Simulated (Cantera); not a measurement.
An isothermal, constant-pressure homogeneous reactor starts with NH₃ : N₂ = 1 : 1.8 (molar parts), at 2225 K and 20.0 Torr.

Model: the gas-phase N/H chemistry of the illustrative SiF4/NH3 mechanism in the Surface Chemkin manual (1991), integrated in Cantera. Walls and surfaces, which speed up NH3 decomposition in real reactors, are not modelled.

x: mole fraction; the columns are a selection and need not sum to one.

```json
[
 {"t (s)": "7.00e-6", "x NH₃": "0.357", "x NH₂": "?", "x NH": "3.27e-10", "x N₂": "0.643", "x H₂": "3.87e-6", "x N": "<1e-12"},
 {"t (s)": "3.38e-5", "x NH₃": "0.357", "x NH₂": "?", "x NH": "1.40e-8", "x N₂": "0.643", "x H₂": "2.80e-5", "x N": "5.70e-12"},
 {"t (s)": "0.000163", "x NH₃": "0.357", "x NH₂": "?", "x NH": "5.16e-7", "x N₂": "0.643", "x H₂": "0.000146", "x N": "9.39e-10"},
 {"t (s)": "0.000788", "x NH₃": "0.355", "x NH₂": "?", "x NH": "1.10e-5", "x N₂": "0.642", "x H₂": "0.000864", "x N": "4.96e-8"},
 {"t (s)": "0.00381", "x NH₃": "0.346", "x NH₂": "?", "x NH": "3.80e-5", "x N₂": "0.641", "x H₂": "0.0106", "x N": "6.34e-7"},
 {"t (s)": "0.0184", "x NH₃": "0.298", "x NH₂": "?", "x NH": "5.28e-5", "x N₂": "0.636", "x H₂": "0.0640", "x N": "2.99e-6"},
 {"t (s)": "0.0888", "x NH₃": "0.154", "x NH₂": "?", "x NH": "5.15e-5", "x N₂": "0.621", "x H₂": "0.223", "x N": "5.62e-6"},
 {"t (s)": "0.429", "x NH₃": "0.0123", "x NH₂": "?", "x NH": "2.10e-5", "x N₂": "0.606", "x H₂": "0.380", "x N": "5.57e-6"},
 {"t (s)": "2.07", "x NH₃": "1.07e-6", "x NH₂": "?", "x NH": "1.96e-7", "x N₂": "0.600", "x H₂": "0.382", "x N": "5.39e-7"},
 {"t (s)": "10.0", "x NH₃": "7.14e-8", "x NH₂": "?", "x NH": "2.27e-8", "x N₂": "0.598", "x H₂": "0.378", "x N": "8.19e-8"}
]
```

Task: What belongs in the gaps?

Result: 
- 7.00e-6, x NH₂: 1.02e-5
- 3.38e-5, x NH₂: 5.87e-5
- 0.000163, x NH₂: 0.000293
- 0.000788, x NH₂: 0.00135
- 0.00381, x NH₂: 0.00271
- 0.0184, x NH₂: 0.00204
- 0.0888, x NH₂: 0.00112
- 0.429, x NH₂: 0.000185
- 2.07, x NH₂: 1.64e-7
- 10.0, x NH₂: 1.44e-8
